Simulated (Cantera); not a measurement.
A Cantera script and its output.

```python
import numpy as np
import cantera as ct

gas = ct.Solution("gri30.yaml")
gas.TPX = 325, 13332, {'CH4': 1, 'O2': 1.82, 'N2': 6.84}
flame = ct.FreeFlame(gas, width=0.16)
flame.set_refine_criteria(ratio=3, slope=0.08, curve=0.16)
flame.transport_model = "mixture-averaged"
flame.solve(loglevel=0, auto=True)
flame.transport_model = "multicomponent"
flame.soret_enabled = False
flame.solve(loglevel=0, refine_grid=True)
z, T = flame.grid, flame.T
thick = (T[-1] - T[0]) / np.gradient(T, z).max()
show = ['CH4', 'O2', 'H2', 'OH', 'C2H2', 'NO']
print(f"laminar burning velocity  {flame.velocity[0] * 100:.3f} cm/s")
print(f"burnt temperature         {T[-1]:.1f} K")
print(f"thermal thickness         {thick * 1e3:.4f} mm")
print(f"grid points               {len(z)}")
z0 = z[flame.heat_release_rate.argmax()]
print(f"{'z/mm':>9s}{'T/K':>9s}{'u/(m/s)':>9s}" + "".join(f"{s:>11s}" for s in show))
rows = []
for k in (-3, -2, -1.5, -1, -0.5, -0.25, 0, 0.25, 0.5, 1, 2, 4, 8):
    zz = z0 + k * thick
    rows.append([k * thick, np.interp(zz, z, T), np.interp(zz, z, flame.velocity),
                 *(np.interp(zz, z, flame.X[gas.species_index(s)]) for s in show)])
    print(f"{rows[-1][0] * 1e3:9.3f}{rows[-1][1]:9.1f}{rows[-1][2]:9.3f}" + "".join(f"{x:11.3e}" for x in rows[-1][3:]))
```

Output:

```
laminar burning velocity  68.836 cm/s
burnt temperature         2192.2 K
thermal thickness         2.3320 mm
grid points               169
     z/mm      T/K  u/(m/s)        CH4         O2         H2         OH       C2H2         NO
   -6.996    325.0    0.689  1.035e-01  1.883e-01  4.065e-04  1.550e-12  2.295e-11  4.647e-12
   -4.664    325.2    0.690  1.033e-01  1.881e-01  1.788e-03  6.846e-10  1.061e-09  1.444e-10
   -3.498    327.2    0.696  1.030e-01  1.875e-01  4.319e-03  3.653e-08  1.709e-08  1.676e-09
   -2.332    365.7    0.783  1.005e-01  1.843e-01  1.129e-02  3.959e-06  7.455e-07  4.878e-08
   -1.166    805.2    1.761  7.453e-02  1.524e-01  2.522e-02  5.088e-05  2.643e-05  1.252e-06
   -0.583   1248.4    2.768  4.139e-02  1.096e-01  3.203e-02  3.810e-04  8.817e-05  3.277e-06
    0.000   1646.2    3.689  1.060e-02  6.001e-02  3.342e-02  2.192e-03  1.747e-04  7.042e-06
    0.583   1810.4    4.064  9.845e-04  3.024e-02  2.765e-02  5.595e-03  5.066e-05  1.207e-05
    1.166   1843.9    4.129  4.686e-05  1.923e-02  2.364e-02  7.558e-03  2.876e-06  1.549e-05
    2.332   1864.3    4.155  8.329e-08  1.409e-02  2.294e-02  8.315e-03  3.766e-09  1.812e-05
    4.664   1885.6    4.189  2.241e-11  1.251e-02  2.343e-02  8.374e-03  8.355e-13  1.993e-05
    9.328   1914.6    4.244  1.385e-15  1.155e-02  2.295e-02  8.276e-03  7.714e-17  2.267e-05
   18.656   1957.9    4.326  6.114e-17  1.025e-02  2.183e-02  8.007e-03  1.381e-17  2.788e-05
```

Model: GRI-Mech 3.0 (53 species, 325 reactions), integrated in Cantera. Burning velocities carry a grid error of a few per cent, more on coarse grids.
